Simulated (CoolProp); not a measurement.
Model: reference Helmholtz-energy equation of state, Lemmon 2006, in CoolProp. It is a short technical equation, of lower accuracy than the large ones.

### Question
For C3F8 (R218), give the phase and the conductivity (mW/(m K)), Prandtl number at 109.05 °C and 24 bar; 109.05 °C and 30 bar; 109.05 °C and 48 bar.

### Answer
- 109.05 °C and 24 bar: gas; conductivity 22.7, Prandtl number 0.871
- 109.05 °C and 30 bar: supercritical; conductivity 24.8, Prandtl number 0.981
- 109.05 °C and 48 bar: supercritical; conductivity 33.3, Prandtl number 1.93

Viscosity comes from a separate model (Huber 2003), an estimate that may be off by 10 % or more. Thermal conductivity comes from a separate model (Huber 2003), an estimate that may be off by 10 % or more.
